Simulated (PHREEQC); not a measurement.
0.23 g of hydrous ferric oxide (600 m²/g; 0.2 weak and 0.005 strong sites per Fe, Dzombak-Morel constants, diffuse double layer) in 1 kg of water with 0.005 mol/kgw of an inert sodium salt and 3e-05 mol Na2HAsO4 and 9.8e-06 mol NaH2PO4, at 25 °C; the pH is set by adding NaOH or the inert anion's acid. Oxygen is held at 0.21 atm. The system is closed to CO2. Precipitation was switched off in this run.

The series has 13 steps of pH, from 3 to 11.

All values are PHREEQC results (ion-association model, wateq4f.dat), not measurements.

Task: Near which pH is half of the As sorbed, and on which side is more sorbed?

Result: Near pH 9.9, with more sorbed at lower pH.

Task: Near which pH is half of the P sorbed, and on which side is more sorbed?

Result: Near pH 8.8, with more sorbed at lower pH.

Task: At which pH does the surface charge pass through zero?

Result: Near pH 7.8.

Complexes and solids missing from the database can't appear. H3PO4, which wateq4f.dat lacks, is added to it with the constant of phreeqc.dat. The oxide is taken as insoluble; below pH 4 it would dissolve.
